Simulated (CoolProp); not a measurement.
Octamethyltrisiloxane (MDM) at several states: density (kg/m³) from the reference equation and from simpler models built on Tc = 565.4 K, pc = 1.438 MPa, ω = 0.528; each cubic takes its own stable root.

Computed with CoolProp (reference Helmholtz-energy equation of state, Thol 2017).

```tsv
T (K)	p (MPa)	phase	reference	Redlich-Kwong	Peng-Robinson
376.7	0.0243	liquid	732.8	1.869	753.9
464.8	2.21	liquid	635.9	542.6	658.5
274.4	6.58	liquid	846.5	726.9	842.7
```

At some of these states Redlich-Kwong gives the other phase, because its saturation line lies elsewhere.
